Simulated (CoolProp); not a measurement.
Vapour-liquid equilibrium of propylene (1) + dimethyl ether (2) at 0.369 MPa; x and y are mole fractions of (1).

Values from CoolProp's multi-fluid Helmholtz-energy mixture model, Lemmon 2013 and Wu 2011; pair parameters Bell 2016.

| x | bubble temperature (K) | y at the bubble point | dew temperature at overall composition x (K) | liquid density (mol/L) |
|---|---|---|---|---|
| 0.05 | 280.6 | 0.109 | 281.8 | 14.83 |
| 0.15 | 276.7 | 0.289 | ___ | 14.71 |
| 0.25 | 273.4 | 0.432 | 277.6 | 14.58 |
| 0.35 | 270.5 | 0.546 | 275.3 | 14.44 |
| 0.45 | 268.1 | 0.639 | 272.9 | 14.30 |
| 0.55 | 265.9 | 0.719 | 270.4 | 14.14 |
| 0.65 | 264.0 | 0.789 | 267.8 | 13.99 |
| 0.75 | 262.3 | 0.852 | ___ | 13.84 |
| 0.85 | ___ | 0.912 | 262.3 | 13.69 |
| 0.95 | 259.3 | 0.970 | 259.8 | ___ |

### Question
Complete the blanks.

### Answer

- 0.15, dew temperature at overall composition x (K): 279.8
- 0.75, dew temperature at overall composition x (K): 265.1
- 0.85, bubble temperature (K): 260.7
- 0.95, liquid density (mol/L): 13.54

No azeotrope shows between x = 0.05 and 0.95.

The pair parameters rest on a limited set of measurements; away from them the model extrapolates.
